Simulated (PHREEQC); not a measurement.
A column of 0.5 m (30 cells, dispersivity 0.018 m, 300 s a shift, diffusion coefficient 3e-10 m²/s) holds 0.0091 eq of the database's cation exchanger X per kg of pore water, first in equilibrium with 0.018 mol NaCl, 0.0039 mol MgSO4, 0.0012 mol CdCl2 and 1e-05 mol HCl per kg of water. It is flushed with 0.0041 mol KCl and 1e-05 mol HCl per kg of water, at 25 °C. Values are for the last cell. CO2 from the air is kept out. Precipitation was switched off in this run.

All values are PHREEQC results (ion-association model, phreeqc.dat), not measurements.

| pore volumes | Na in solution (mol/kgw) | S in solution (mol/kgw) | K in solution (mol/kgw) | Cd in solution (mol/kgw) | Mg in solution (mol/kgw) | KX on the exchanger (mol/kgw) |
|---|---|---|---|---|---|---|
| 0 | 0.0180 | 0.00390 | 0 | 0.00120 | 0.00390 | 0 |
| 0.7167 | 0.0161 | 0.00339 | 4.37e-5 | 0.00102 | 0.00341 | 1.53e-5 |
| 1.183 | 0.00543 | 0.000869 | 0.000660 | 0.000331 | 0.00136 | 0.000356 |
| 1.883 | 0.000327 | 2.23e-5 | 0.00214 | 0.000161 | 0.000727 | 0.00147 |
| 2.583 | 1.19e-5 | 2.88e-7 | 0.00292 | 0.000108 | 0.000476 | 0.00233 |
| 3.283 | 3.85e-7 | 2.91e-9 | 0.00327 | 7.88e-5 | 0.000337 | 0.00295 |
| 3.75 | 3.90e-8 | 1.28e-10 | 0.00341 | 6.65e-5 | 0.000280 | 0.00328 |
| 4.45 | 1.27e-9 | 1.12e-12 | 0.00355 | 5.39e-5 | 0.000222 | 0.00369 |
| 5.15 | 4.26e-11 | 0 | 0.00364 | 4.53e-5 | 0.000183 | 0.00403 |
| 5.85 | 1.47e-12 | 0 | 0.00371 | 3.90e-5 | 0.000155 | 0.00432 |
| 6.317 | 1.59e-13 | 0 | 0.00375 | 3.58e-5 | 0.000140 | 0.00449 |
| 7.017 | 0 | 0 | 0.00379 | 3.18e-5 | 0.000123 | 0.00473 |
